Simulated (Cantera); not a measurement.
Charge: 1 mol Si, 0.65 mol Cl₂, 2.7 mol H₂, held at 7500 Torr.

Cantera equilibrium calculation (NASA polynomials, part measured and part estimated; ideal gas, pure solids and liquids). Candidate condensed phases: Si; 19 gas species. Gases not in the tables: Si₂H₆ and higher silanes. Equilibrium is a limit: real reactors are often held back by kinetics, nucleation or transport.

Question: Which condensed phases are stable at each of these points (T (K)): 700, 800, 900, 1000, 1100, 1200, 1300, 1400, 1500, 1600, 1700?

Answer: 
| T (K) | condensed phases | Si condensed (%) |
|---|---|---|
| 700 | Si(s) | 61.5 |
| 800 | Si(s) | 61.6 |
| 900 | Si(s) | 61.7 |
| 1000 | Si(s) | 62.0 |
| 1100 | Si(s) | 62.5 |
| 1200 | Si(s) | 63.2 |
| 1300 | Si(s) | 64.0 |
| 1400 | Si(s) | 64.7 |
| 1500 | Si(s) | 64.8 |
| 1600 | Si(s) | 64.2 |
| 1700 | Si(l) | 63.3 |

From 700 K to 1600 K the condensed part is Si(s). At 1700 K the condensed part is Si(l).
